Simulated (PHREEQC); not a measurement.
Dissolve 2.3 mmol/kgw CdCl2, 0.57 mmol/kgw NaOH and 6.9 mmol/kgw HCl at 20 °C. Closed to the air; pH follows from the charge balance.

The numbers come from PHREEQC with the ion-association model, wateq4f.dat.

- pH: 2.24
- ionic strength: 0.0119 mol/kgw
- total alkalinity: -6.33 meq/kg

```csv
species,molality,activity,log γ
Cl-,0.0106,0.00943,-0.049
H+,0.00633,0.00575,-0.042
Cd+2,0.00139,0.000892,-0.192
CdCl+,0.000882,0.000790,-0.048
Na+,0.000570,0.000511,-0.047
CdCl2,3.04e-5,3.05e-5,0.001
CdCl3-,1.88e-7,1.68e-7,-0.048
```

Precipitation was switched off in this run. Species that the database lacks are ignored.
